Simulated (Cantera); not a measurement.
Low-pressure radical oxidation in H2/O2

A perfectly stirred reactor is fed with 2.63 % H₂, 97.4 % O₂, equivalence ratio 0.013, at 15.0 Torr; it is held at 1025 K, and followed from long to short residence time.

Model: GRI-Mech 3.0 (53 species, 325 reactions), integrated in Cantera. Radical loss at walls, strong at low pressure, is not modelled.

```
τ (s)        x H₂   x O₂   x H₂O₂    x HO₂       x O      x OH
-------  --------  -----  -------  -------  --------  --------
8.5       6.55e-5  0.973  5.09e-8  9.27e-7  0.000217  0.000116
2.3      0.000139  0.973  6.69e-8  1.56e-6  0.000494  0.000186
0.60     0.000293  0.972  8.85e-8  2.54e-6   0.00111  0.000308
0.16     0.000610  0.971  1.19e-7  3.86e-6   0.00230  0.000514
0.042     0.00130  0.968  1.64e-7  5.42e-6   0.00436  0.000864
0.011     0.00290  0.965  2.28e-7  6.81e-6   0.00692   0.00139
0.0029    0.00683  0.963  3.10e-7  7.47e-6   0.00787   0.00194
0.00078    0.0160  0.967  2.85e-7  6.81e-6   0.00481   0.00175
```
x: mole fraction; the columns are a selection and need not sum to one.
